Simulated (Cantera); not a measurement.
Mixture: H2 : O2 : N2 = 1 : 0.515 : 3.14 (molar parts), equivalence ratio 0.97, at 0.434 atm, adiabatic and at constant pressure. Ignition delay is the time to a rise of 400 K.

Model: GRI-Mech 3.0 (53 species, 325 reactions), integrated in Cantera. Where the delays flatten at high temperature, the 400 K rule measures the pace of heat release, not the induction time.

Q: What does this change do: N2 3.14 to 1.5 parts?

A: 
| quantity | before | after |
|---|---|---|
| delay at 1100 K | 0.267 ms | 0.160 ms |
| delay at 1200 K | 0.169 ms | 93.9 µs |
| delay at 1300 K | 0.129 ms | 65.0 µs |
| delay at 1400 K | 0.114 ms | 51.5 µs |
| delay at 1500 K | 0.113 ms | 45.8 µs |
| delay at 1600 K | 0.121 ms | 44.5 µs |

Q: What does this change do: O2 0.515 to 0.24 parts?

A: 
| quantity | before | after |
|---|---|---|
| delay at 1100 K | 0.267 ms | 0.563 ms |
| delay at 1200 K | 0.169 ms | 0.408 ms |
| delay at 1300 K | 0.129 ms | 0.364 ms |
| delay at 1400 K | 0.114 ms | 0.367 ms |
| delay at 1500 K | 0.113 ms | 0.398 ms |
| delay at 1600 K | 0.121 ms | 0.448 ms |

Q: What does this change do: H2 1 to 0.5 parts?

A: 
```tsv
quantity	before	after
delay at 1100 K	0.267 ms	0.322 ms
delay at 1200 K	0.169 ms	0.228 ms
delay at 1300 K	0.129 ms	0.199 ms
delay at 1400 K	0.114 ms	0.201 ms
delay at 1500 K	0.113 ms	0.220 ms
delay at 1600 K	0.121 ms	0.252 ms
```
